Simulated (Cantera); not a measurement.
What does this Cantera script print?

```python
import numpy as np
import cantera as ct

gas_names = [...]  # 110 gases of nasa_gas.yaml made of C, H, O
cond_names = """
    C(gr) C6H6(L) C7H8(L) C8H18(L),n-octa H2O(s) H2O(L)
""".split()


# ... load() reads the species with a 1 bar reference pressure and builds the phases ...
atoms = {
    'CH4': {'C': 1, 'H': 4},
    'CO2': {'C': 1, 'O': 2},
}
top_T = {'C(gr)': 4500}  # K; cautious upper limits of use, not melting points


# ... equilibrate(T, P, feed) seeds the gas with the atoms and calls Mixture.equilibrate('TP', solver="vcs", rtol=1e-11, max_steps=5000) ...
results = []
T = 675  # K
P = 100000  # Pa
for m in [0.02, 0.029, 0.042, 0.061, 0.089, 0.13, 0.19, 0.27, 0.39, 0.57]:
    feed = {'CH4': 1, 'CO2': m}  # mol
    mix = equilibrate(T, P, feed)
    results.append((T, P, feed, dict(zip(mix.species_names, mix.species_moles))))

top = {s: max(r[3][s] / sum(r[3][g] for g in gas_names) for r in results) for s in gas_names}
cols = sorted((s for s in top if top[s] > 0.001), key=lambda s: -top[s])[:6]
seen = [c for c in cond_names if any(r[3].get(c, 0) > 1e-12 for r in results)]
print("log10 of partial pressures in bar; condensed amounts in mol")
print(f"{'n(CO2)':>10s}" + "".join(f"{s[:9]:>10s}" for s in cols + seen))
for T, P, feed, n in results:
    ng = sum(n[g] for g in gas_names)
    print(f"{feed['CO2']:10.4g}" + "".join(f"{np.log10(max(n[s] / ng * P / 1e5, 1e-99)):10.3f}" for s in cols)
          + "".join(f"{n.get(c, 0):10.4g}" for c in seen))
```

Output:

```
log10 of partial pressures in bar; condensed amounts in mol
    n(CO2)       CH4       H2O        H2       CO2        CO     C(gr)
      0.02    -0.131    -1.467    -0.647    -3.566    -3.825    0.1686
     0.029    -0.138    -1.312    -0.651    -3.248    -3.666    0.1856
     0.042    -0.149    -1.161    -0.657    -2.934    -3.509    0.2098
     0.061    -0.165    -1.012    -0.665    -2.621    -3.352    0.2443
     0.089    -0.188    -0.867    -0.676    -2.308    -3.196    0.2932
      0.13    -0.222    -0.731    -0.693    -2.002    -3.043    0.3609
      0.19    -0.268    -0.606    -0.716    -1.706    -2.895    0.4522
      0.27    -0.328    -0.505    -0.746    -1.443    -2.764     0.561
      0.39    -0.412    -0.418    -0.788    -1.186    -2.635    0.7007
      0.57    -0.526    -0.354    -0.845    -0.944    -2.514    0.8678
```

These are equilibrium values from Cantera (NASA tables, ideal gas, pure condensed phases), not measurements of a reactor.
